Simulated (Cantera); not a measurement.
A perfectly stirred reactor is fed with CH4 : CO2 = 1 : 1.3 (molar parts), at 34000 Pa; it is held at 1623 K, and followed from long to short residence time.

Model: GRI-Mech 3.0 (53 species, 325 reactions), integrated in Cantera.

Problem. What does this change do: temperature 1623 to 1725 K?

Solution. 
```json
[
 {"quantity": "x(CH4) at τ = 0.370 s", "before": "0.0964", "after": "0.0370"},
 {"quantity": "x(CO2) at τ = 0.370 s", "before": "0.211", "after": "0.104"},
 {"quantity": "x(H2) at τ = 0.370 s", "before": "0.170", "after": "0.238"},
 {"quantity": "x(C2H4) at τ = 0.370 s", "before": "0.00146", "after": "0.000511"},
 {"quantity": "x(HCO) at τ = 0.370 s", "before": "7.99e-9", "after": "2.35e-8"},
 {"quantity": "x(CH4) at τ = 6.80 ms", "before": "0.390", "after": "0.270"},
 {"quantity": "x(CO2) at τ = 6.80 ms", "before": "0.547", "after": "0.466"},
 {"quantity": "x(H2) at τ = 6.80 ms", "before": "0.0382", "after": "0.132"},
 {"quantity": "x(C2H4) at τ = 6.80 ms", "before": "0.00676", "after": "0.00771"},
 {"quantity": "x(HCO) at τ = 6.80 ms", "before": "1.80e-8", "after": "9.13e-8"}
]
```

Problem. What does this change do: CO2 1.3 to 2.4 parts?

Solution. 
| quantity | before | after |
|---|---|---|
| x(CH4) at τ = 0.370 s | 0.0964 | 0.0644 |
| x(CO2) at τ = 0.370 s | 0.211 | 0.352 |
| x(H2) at τ = 0.370 s | 0.170 | 0.0888 |
| x(C2H4) at τ = 0.370 s | 0.00146 | 0.000977 |
| x(HCO) at τ = 0.370 s | 7.99e-9 | 1.03e-8 |
| x(CH4) at τ = 6.80 ms | 0.390 | 0.266 |
| x(CO2) at τ = 6.80 ms | 0.547 | 0.690 |
| x(H2) at τ = 6.80 ms | 0.0382 | 0.0240 |
| x(C2H4) at τ = 6.80 ms | 0.00676 | 0.00464 |
| x(HCO) at τ = 6.80 ms | 1.80e-8 | 1.76e-8 |
